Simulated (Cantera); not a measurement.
An adiabatic, constant-volume homogeneous reactor starts with CH4 : CO : O2 : N2 = 1 : 0.059 : 0.846 : 3.18 (molar parts), equivalence ratio 2.4, at 1698 K and 0.296 atm. Integrator tolerance rtol = 1e-08.

Detailed kinetics in Cantera: GRI-Mech 3.0 (53 species, 325 reactions).

| quantity | before | after |
|---|---|---|
| time of steepest temperature rise | 0.719 ms | 2.45 ms |
| temperature at 0.200 s | 2643 K | 2562 K |
| equilibrium temperature | 2643 K | 2562 K |
| x(CH4) at 0.200 s | 9.12e-12 (gas-phase equilibrium 1.01e-11) | 1.44e-11 (gas-phase equilibrium 1.61e-11) |
| x(CO) at 0.200 s | 0.156 (gas-phase equilibrium 0.156) | 0.157 (gas-phase equilibrium 0.157) |
| x(O2) at 0.200 s | 4.80e-5 (gas-phase equilibrium 4.80e-5) | 2.19e-5 (gas-phase equilibrium 2.19e-5) |
| x(H2O) at 0.200 s | 0.0945 (gas-phase equilibrium 0.0945) | 0.0961 (gas-phase equilibrium 0.0961) |
| x(C2H2) at 0.200 s | <1e-12 (gas-phase equilibrium <1e-12) | <1e-12 (gas-phase equilibrium <1e-12) |

### Question
What was changed between the two runs?
A) initial temperature 1698 to 1550 K
B) pressure from 0.296 atm to 0.987 atm
C) constant pressure in place of constant volume
D) pressure from 0.296 atm to 15.8 atm

### Answer
A, initial temperature 1698 to 1550 K
